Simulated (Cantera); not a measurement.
An isothermal plug-flow reactor at 850 K and 0.207 atm (inlet), inlet velocity 0.37 m/s, active area per volume 1100 1/m; feed CH4 : O2 : N2 : H2O = 0.0032 : 0.16 : 0.79 : 0.019 (molar parts), equivalence ratio 0.040.

Cantera simulation using Deutschmann's 1995 Pt surface mechanism with GRI-Mech 3.0 gas chemistry; the numbers are that mechanism's predictions, not measurements. Catalytic surfaces can have several steady states; this one follows from the mechanism file's or the stated starting coverage. Mass transfer to the wall is taken as infinitely fast.

Q: What does this change do: temperature 850 to 1075 K?

A: 
```csv
quantity,before,after
x(CH4) at z = 0.025 m,0.00138,2.95e-11
x(O2) at z = 0.025 m,0.161,0.158
x(H2O) at z = 0.025 m,0.0234,0.0261
x(CO2) at z = 0.025 m,0.00191,0.00328
x(CO) at z = 0.025 m,3.20e-7,1.32e-9
θ(free Pt) at the exit,0.0946,0.348
θ(O*) at the exit,0.904,0.651
θ(OH*) at the exit,0.00170,0.00124
```

Q: What does this change do: CH4 0.0032 to 0.0019 parts?

A: 
| quantity | before | after |
|---|---|---|
| x(CH4) at z = 0.025 m | 0.00138 | 0.000826 |
| x(O2) at z = 0.025 m | 0.161 | 0.163 |
| x(H2O) at z = 0.025 m | 0.0234 | 0.0218 |
| x(CO2) at z = 0.025 m | 0.00191 | 0.00113 |
| x(CO) at z = 0.025 m | 3.20e-7 | 1.91e-7 |
| θ(free Pt) at the exit | 0.0946 | 0.0942 |
| θ(O*) at the exit | 0.904 | 0.904 |
| θ(OH*) at the exit | 0.00170 | 0.00164 |
